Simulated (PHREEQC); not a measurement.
PHREEQC input (ion-association model, wateq4f.dat):

```
SOLUTION_MASTER_SPECIES
  Amm  AmmH+  0  AmmH  17.031  # ammonia with no redox link, constants of NH4+
SOLUTION_SPECIES
  AmmH+ = AmmH+
    -log_k 0
  AmmH+ = Amm + H+
    -log_k -9.252
    -delta_h 12.48 kcal
    -analytic 0.6322 -0.001225 -2835.76
    -gamma 2.5 0.0
  AmmH+ + SO4-2 = AmmHSO4-
    -log_k 1.11
    -gamma 5.0 0.0
PHASES
  Amm(g)
    Amm = Amm
    -log_k 1.770
    -delta_h -8.170 kcal
EXCHANGE_SPECIES
  AmmH+ + X- = AmmHX
    -log_k 0.6
SOLUTION 1
  temp 25
  units mmol/kgw
  pH 7 charge
  F 3.7
  Amm 1.2
  Cl 0.099
  Na 0.099
SOLUTION 2
  temp 25
  units mmol/kgw
  pH 7 charge
  Cl 82.13
  Ca 41
  S(6) 0.25
  Na 0.63
END
SELECTED_OUTPUT 1
  -reset false
  -pH true
  -pe true
  -ionic_strength true
  -water true
  -totals Amm Ca Cl F Na S S(-2) S(6)
  -molalities H+ Ca+2 Cl- F- Na+ SO4-2 CaSO4 NaSO4- CaOH+ HSO4-
    H2S HS- S-2 O2 OH- CaF+ CaHSO4+ HF HF2- H2F2
    NaF AmmH+ Amm AmmHSO4-
  -saturation_indices Gypsum Fluorite Portlandite Halite Mirabilite
PRINT
  -reset false
MIX 1
  1 1
  2 0
EQUILIBRIUM_PHASES 1
  O2(g) -0.68 10
END
# ... the last block is repeated for the other 10 points of share of solution B
```

Selected output (columns that matter, 11 of 11 rows; share of solution B added in front):

```
share of solution B	pH	mu	Amm	Ca	Cl	F	Na	S	m_H+	si_Gypsum	si_Fluorite	si_Portlandite	si_Halite	si_Mirabilite
0	3.1789	0.0019927	0.0012	0	9.9e-05	0.0037	9.9e-05	0	0.00069382	-1000	-1000	-1000	-9.6341	-1000
0.1	3.187	0.014176	0.00108	0.0041	0.0083021	0.00333	0.0001521	2.5e-05	0.00072092	-2.9555	2.3875	-19.019	-7.5857	-11.57
0.2	3.2041	0.026337	0.00096	0.0082	0.016505	0.00296	0.0002052	5e-05	0.00071093	-2.5165	2.5223	-18.74	-7.1881	-11.147
0.3	3.228	0.038493	0.00084	0.0123	0.024708	0.00259	0.0002583	7.5e-05	0.00068446	-2.2759	2.5454	-18.555	-6.9351	-10.865
0.4	3.2595	0.050646	0.00072	0.0164	0.032911	0.00222	0.0003114	0.0001	0.00064478	-2.1113	2.5156	-18.397	-6.7468	-10.649
0.5	3.3009	0.062795	0.0006	0.0205	0.041114	0.00185	0.0003645	0.000125	0.00059221	-1.9866	2.4459	-18.242	-6.5963	-10.474
0.6	3.3566	0.07494	0.00048	0.0246	0.049318	0.00148	0.0004176	0.00015	0.00052553	-1.8863	2.3347	-18.073	-6.4706	-10.326
0.7	3.435	0.087077	0.00036	0.0287	0.057521	0.00111	0.0004707	0.000175	0.00044196	-1.8024	2.1676	-17.867	-6.3626	-10.198
0.8	3.5565	0.099203	0.00024	0.0328	0.065724	0.00074	0.0005238	0.0002	0.00033626	-1.7301	1.9048	-17.582	-6.2679	-10.084
0.9	3.7893	0.11131	0.00012	0.0369	0.073927	0.00037	0.0005769	0.000225	0.00019788	-1.6664	1.4087	-17.079	-6.1835	-9.9819
1	6.9353	0.12338	0	0.041	0.08213	0	0.00063	0.00025	1.421e-07	-1.6091	-1000	-10.754	-6.1073	-9.8889
```

Along this series the solution becomes supersaturated in solids that the run did not let form, among them Fluorite. Species that the database lacks are ignored.
